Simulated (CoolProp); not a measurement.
Model: reference Helmholtz-energy equation of state, Lemmon 2006, in CoolProp. It is a short technical equation, of lower accuracy than the large ones.

Problem. For carbonyl sulfide, give the phase and the cp (kJ/(kg K)), cv (kJ/(kg K)), speed of sound (m/s) at 359.1 K and 76.4 bar; 410.3 K and 1.12 bar; 319.4 K and 80.4 bar.

Solution. 
- 359.1 K and 76.4 bar: liquid; cp 1.76, cv 0.734, speed of sound 427
- 410.3 K and 1.12 bar: gas; cp 0.773, cv 0.632, speed of sound 262
- 319.4 K and 80.4 bar: liquid; cp 1.38, cv 0.713, speed of sound 639
